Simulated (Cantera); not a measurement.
A closed system holds: 1 mol AlCl3, 0.73 mol N2O, 9.7 mol H2, held at 0.100 bar.

Cantera equilibrium calculation (NASA polynomials, part measured and part estimated; ideal gas, pure solids and liquids). Candidate condensed phases: Al, AlCl3, AlN, Al2O3, H2O, NH4Cl; 45 gas species. The tables' values for AlCl2, AlOH are old estimates; treat these amounts as uncertain. Condensed phases not in the tables: AlOCl. Kinetics and transport are ignored.

x: gas mole fraction; n: condensed amount in mol.

```tsv
T (K)	x H2	x HCl	x N2	x AlCl3	x AlCl	x H	x AlCl2	n Al2O3(s)
673	0.774	0.126	0.0629	0.0284	<1e-12	<1e-12	1.95e-12	0.243
873	0.769	0.125	0.0625	0.0437	2.60e-12	1.30e-10	1.52e-8	0.243
1073	0.768	0.125	0.0625	0.0440	1.64e-8	3.88e-8	3.09e-6	0.243
1273	0.768	0.125	0.0625	0.0439	?	?	0.000114	0.243
1473	0.766	0.127	0.0625	0.0420	0.000439	3.50e-5	0.00146	0.243
1673	0.751	?	0.0619	?	?	?	0.00670	0.243
1873	0.721	0.173	0.0608	0.0118	0.0212	0.00173	0.00989	0.242
2073	0.698	0.189	0.0600	0.00288	0.0326	0.00695	0.00747	0.238
2273	0.676	0.188	0.0592	0.000660	0.0396	0.0218	0.00467	0.219
```

Problem. Fill in the missing entries.

Solution. 
- 1673, x HCl: 0.143
- 1673, x AlCl3: 0.0304
- 1673, x AlCl: 0.00643
- 1673, x H: 0.000312
- 1273, x AlCl: 6.34e-6
- 1273, x H: 1.98e-6
